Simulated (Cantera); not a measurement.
A Cantera script and its output.

```python
import numpy as np
import cantera as ct

gas = ct.Solution("gri30.yaml")


def delay(T, t_max=10):
    gas.TPX = T, 101325, {'CO': 1, 'H2': 0.24, 'CH4': 0.49, 'O2': 2.16, 'N2': 8.13}
    reactor = ct.IdealGasReactor(gas, clone=False)
    net = ct.ReactorNet([reactor])
    net.rtol, net.atol = 1e-8, 1e-16
    while net.time < t_max:
        t_old, T_old = net.time, reactor.T
        net.step()
        if reactor.T > T + 400:  # ignition: a rise of 400 K
            return t_old + (T + 400 - T_old) / (reactor.T - T_old) * (net.time - t_old)
    return np.nan


taus = []
for T in [1175, 1275, 1375, 1475, 1575, 1675, 1775, 1875, 1975]:
    taus.append(delay(T))
    print(f"T0 = {T:6g} K   tau = {taus[-1]:.4e} s")
```

Output:

```
T0 =   1175 K   tau = 1.6643e-03 s
T0 =   1275 K   tau = 7.4051e-04 s
T0 =   1375 K   tau = 3.6702e-04 s
T0 =   1475 K   tau = 2.0248e-04 s
T0 =   1575 K   tau = 1.2137e-04 s
T0 =   1675 K   tau = 7.6857e-05 s
T0 =   1775 K   tau = 5.0478e-05 s
T0 =   1875 K   tau = 3.4093e-05 s
T0 =   1975 K   tau = 2.3610e-05 s
```

Cantera simulation using GRI-Mech 3.0 (53 species, 325 reactions); the numbers are that mechanism's predictions, not measurements.
